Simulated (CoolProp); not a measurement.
Model: reference Helmholtz-energy equation of state, Schroeder 2014, in CoolProp.

Q: Give the vapour pressure (MPa), enthalpy of vaporisation (kJ/kg), vapour Z, surface tension (mN/m) of saturated ethanol at 373.8, 465.2, 480.4 K.

A: 
```csv
T (K),p (MPa),enthalpy of vaporisation (kJ/kg),vapour Z,surface tension (mN/m)
373.8,0.229,810,0.944,14.5
465.2,2.55,540,0.738,5.31
480.4,3.42,471,0.676,3.72
```

Surface tension comes from a separate correlation (Mulero 2012).
